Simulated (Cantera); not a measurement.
What does this Cantera script print?

```python
import numpy as np
import cantera as ct

gas = ct.Solution("gri30.yaml", transport_model="mixture-averaged")
show = ['NO', 'H', 'OH']

rows = []
print(f"{'T/K':>7s}{'rho':>11s}{'cp':>10s}{'mu':>11s}{'lambda':>11s}{'Pr':>7s}" + "".join(f"{'D_' + s:>11s}" for s in show))
for T in [400, 650, 900, 1150, 1400, 1650, 1900, 2150]:
    gas.TPX = T, 20000, {'NO': 0.97, 'N2': 0.59}
    Pr = gas.cp_mass * gas.viscosity / gas.thermal_conductivity
    D = [gas.mix_diff_coeffs_mole[gas.species_index(s)] for s in show]
    rows.append([gas.density, gas.cp_mass, gas.viscosity, gas.thermal_conductivity, Pr, *D])
    print(f"{T:7g}{gas.density:11.4e}{gas.cp_mass:10.1f}{gas.viscosity:11.4e}"
          f"{gas.thermal_conductivity:11.4e}{Pr:7.3f}" + "".join(f"{d:11.4e}" for d in D))
print("SI units: kg/m3, J/kg/K, Pa s, W/m/K, m2/s")
```

It prints:

```
    T/K        rho        cp         mu     lambda     Pr       D_NO        D_H       D_OH
    400 1.7591e-01    1016.0 2.2831e-05 3.2552e-02  0.713 1.7162e-04 1.0295e-03 2.6311e-04
    650 1.0825e-01    1065.0 3.1909e-05 4.8209e-02  0.705 3.9237e-04 2.3754e-03 5.9926e-04
    900 7.8184e-02    1125.9 3.9585e-05 6.2987e-02  0.708 6.7717e-04 4.1139e-03 1.0328e-03
   1150 6.1187e-02    1168.4 4.6455e-05 7.6775e-02  0.707 1.0188e-03 6.1996e-03 1.5529e-03
   1400 5.0261e-02    1199.0 5.2781e-05 8.9656e-02  0.706 1.4126e-03 8.6033e-03 2.1524e-03
   1650 4.2646e-02    1222.5 5.8703e-05 1.0174e-01  0.705 1.8551e-03 1.1304e-02 2.8262e-03
   1900 3.7035e-02    1240.2 6.4309e-05 1.1311e-01  0.705 2.3436e-03 1.4285e-02 3.5702e-03
   2150 3.2728e-02    1253.4 6.9656e-05 1.2386e-01  0.705 2.8761e-03 1.7533e-02 4.3810e-03
SI units: kg/m3, J/kg/K, Pa s, W/m/K, m2/s
```

Cantera simulation using GRI-Mech 3.0 (53 species, 325 reactions); the numbers are that mechanism's predictions, not measurements. The composition is frozen, though it would react at the higher temperatures.
